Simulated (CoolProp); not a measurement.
Saturated liquid density (kg/m³) of acetone: the reference equation beside estimates from Tc = 508.1 K, pc = 46.92 bar, ω = 0.307.

Model: reference Helmholtz-energy equation of state, Lemmon 2006, in CoolProp. It is a short technical equation, of lower accuracy than the large ones.

| T (K) | reference | van der Waals | Redlich-Kwong | Soave-Redlich-Kwong |
|---|---|---|---|---|
| 243.3 | 844.1 | 427.9 | 636.0 | 651.8 |
| 250.2 | 836.7 | 424.7 | 630.9 | 647.4 |
| 257 | 829.5 | 421.6 | 625.7 | 643.0 |
| 263.8 | 822.2 | 418.3 | 620.4 | 638.5 |
| 270.7 | 814.8 | 415.0 | 614.9 | 633.7 |
| 277.5 | 807.4 | 411.7 | (withheld) | 628.9 |
| 284.4 | 799.8 | 408.3 | 603.5 | 623.8 |
| 291.2 | 792.4 | 404.8 | 597.6 | 618.6 |
| 298.1 | 784.7 | 401.2 | (withheld) | (withheld) |
| 304.9 | 777.0 | 397.6 | (withheld) | 607.8 |
| 311.8 | 769.2 | (withheld) | 578.9 | 602.0 |
| 318.6 | (withheld) | 390.2 | 572.4 | 596.1 |
| 325.4 | 753.5 | 386.3 | 565.8 | (withheld) |
| 332.3 | 745.3 | 382.4 | 558.8 | (withheld) |

### Question
Complete the blanks.

### Answer

- 277.5, Redlich-Kwong: 609.3
- 298.1, Redlich-Kwong: 591.5
- 298.1, Soave-Redlich-Kwong: 613.2
- 304.9, Redlich-Kwong: 585.3
- 311.8, van der Waals: 393.9
- 318.6, reference: 761.4
- 325.4, Soave-Redlich-Kwong: 590.1
- 332.3, Soave-Redlich-Kwong: 583.7

Absolute difference from the reference over all 14 rows, mean and median: van der Waals 49.0 and 48.9 %, Redlich-Kwong 24.7 and 24.6 %, Soave-Redlich-Kwong 22.1 and 22.0 %.
